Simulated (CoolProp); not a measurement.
Model: reference Helmholtz-energy equation of state, Thol 2018, in CoolProp.

Problem. For hydrogen chloride, give the phase and the cv (kJ/(kg K)), Joule-Thomson coefficient (K/MPa), expansivity (1/kK) at 301.7 K and 22 MPa; 323 K and 22 MPa; 333.7 K and 22 MPa.

Solution. 
- 301.7 K and 22 MPa: liquid; cv 0.871, Joule-Thomson coefficient 0.0704, expansivity 3.70
- 323 K and 22 MPa: liquid; cv 0.854, Joule-Thomson coefficient 0.321, expansivity 4.74
- 333.7 K and 22 MPa: supercritical; cv 0.848, Joule-Thomson coefficient 0.504, expansivity 5.49
